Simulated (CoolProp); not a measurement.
100 sccm (0 °C, 1 atm) of nitrogen bubbles through liquid n-hexane at 296.7 K and leaves saturated at a total pressure of 0.15 MPa (ideal gas phase). Each further row changes one setting.

Values from CoolProp's reference Helmholtz-energy equation of state, Thol 2019.

| case | vapour pressure (kPa) | mole fraction of vapour | delivery (mg/min) | delivery (sccm) | change of delivery for a bath 1 K warmer (%) |
|---|---|---|---|---|---|
| as stated | 18.9 | 0.126 | 55.5 | 14.4 | 5.2 |
| bath temperature 301.7 K | 23.5 | 0.156 | 71.3 | 18.6 | ? |
| total pressure 0.3 MPa | 18.9 | 0.0631 | ? | ? | 4.8 |

### Question
Complete the blanks.

### Answer

- bath temperature 301.7 K, change of delivery for a bath 1 K warmer (%): 5.1
- total pressure 0.3 MPa, delivery (mg/min): 25.9
- total pressure 0.3 MPa, delivery (sccm): 6.73
